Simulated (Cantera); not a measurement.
Input: 1 mol SiH4, 3.4 mol N2O, 2.5 mol H2, 1.3 mol NO, equilibrated at 1600 °C and 41.0 mbar.

Cantera equilibrium calculation (NASA polynomials, part measured and part estimated; ideal gas, pure solids and liquids). Candidate condensed phases: H2O, Si, SiO2, Si2N2O, Si3N4; 35 gas species. The tables hold silica as quartz up to 1696 K and as liquid above; real silica turns to tridymite and cristobalite and melts near 1996 K. Gases not in the tables: Si(OH)4. Equilibrium is a limit: real reactors are often held back by kinetics, nucleation or transport.

Question: What is the equilibrium state?

Answer: 
* **x(N2)**: 0.473
* **x(H2O)**: 0.315
* **x(H2)**: 0.210
* **x(H)**: 0.00146
* **x(OH)**: 0.000171
* **x(SiO)**: 0.000139
* **x(NO)**: 6.87e-6
* **n(SiO2(condensed))**: 0.999 mol
* **gas amount**: 8.558 mol
* **log10 activity of Si(l) (absent)**: -8.43
